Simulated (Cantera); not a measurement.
Charge: 1 mol Ti, 0.71 mol C3H8, 8.8 mol H2, at 40.0 Pa.

Cantera equilibrium calculation (NASA polynomials, part measured and part estimated; ideal gas, pure solids and liquids). Candidate condensed phases: C, C6H6, C7H8, C8H18, Ti, TiC; 77 gas species. TiC: taken at fixed stoichiometry. Equilibrium is a limit: real reactors are often held back by kinetics, nucleation or transport.

Over these rows the condensed part is C(graphite) + TiC(s). Partial pressures as log10 of bar:

```csv
T (K),1000/T (1/K),log p C2H2 (acetylene),log p H2
1550,0.6452,-8.19,-3.40
1625,0.6154,-7.85,-3.40
1700,0.5882,-7.54,-3.40
1775,0.5634,-7.25,-3.40
1850,0.5405,-6.99,-3.41
1925,0.5195,?,-3.42
```

### Question
Fit log p(C2H2 (acetylene)) = a + b·(1000/T) to the five rows, give the apparent enthalpy, and predict the row at 1925 K.

### Answer
Means: 1000/T = 0.5905, log p = -7.564. Sxy = -0.078628, Sxx = 0.0068518, so b = -11.48 and a = -7.564 − (-11.48)×0.5905 = -0.78.
Apparent enthalpy: −19.145 × (-11.48) = 220 kJ/mol. With the condensed phases at unit activity, 2 C(graphite) + H2(g) = C2H2 (acetylene)(g) links this pressure to the main gases: over the six rows their terms move log p by -0.02 in all, so the slope is close to that reaction's ΔH°. The five rows lie within 0.01 of the line.
Prediction at 1925 K: -0.78 + (-11.48)×0.5195 = -6.74. The computed value is -6.76, 0.02 from the line.
